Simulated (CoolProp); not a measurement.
Saturated liquid density (kg/m³) of water: the reference equation beside estimates from Tc = 373.9 °C, pc = 22.06 MPa, ω = 0.344.

The numbers come from the reference Helmholtz-energy equation of state, Wagner 2002 in CoolProp.

```csv
T (°C),reference,Redlich-Kwong,Peng-Robinson
89.25,965.8,690.9,808.3
105.05,954.7,678.6,796.8
120.85,942.4,665.6,784.5
136.65,929.1,652.0,771.5
152.35,914.8,637.9,757.6
168.15,899.3,622.9,742.6
183.95,882.7,607.2,726.5
199.75,864.9,590.6,709.1
215.55,845.9,573.0,690.3
231.35,825.3,554.5,670.0
```

Absolute difference from the reference over all 10 rows, mean and median: Redlich-Kwong 30.6 and 30.5 %, Peng-Robinson 17.4 and 17.3 %.
